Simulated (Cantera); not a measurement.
A freely propagating, adiabatic, planar premixed flame of CH4 : O2 : N2 = 1 : 2.04 : 7.67 (molar parts), equivalence ratio 0.98, unburnt at 600 K and 0.132 atm; mixture-averaged transport, grid criteria slope 0.08 and curve 0.16, no radiation.

Model: GRI-Mech 3.0 (53 species, 325 reactions), integrated in Cantera. Burning velocities carry a grid error of a few per cent, more on coarse grids.

What does this change do: inlet temperature 600 to 300 K?


| quantity | before | after |
|---|---|---|
| laminar burning velocity | 185 cm/s | 61.1 cm/s |
| thermal thickness | 1.96 mm | 2.36 mm |
| peak x(CH2CO) | 9.55e-5 | 5.87e-5 |
| peak x(C2H4) | 0.000469 | 0.000324 |

What does this change do: O2 2.04 to 1.6 parts?


```csv
quantity,before,after
laminar burning velocity,185 cm/s,119 cm/s
thermal thickness,1.96 mm,2.52 mm
peak x(CH2CO),9.55e-5,0.000133
peak x(C2H4),0.000469,0.000833
```
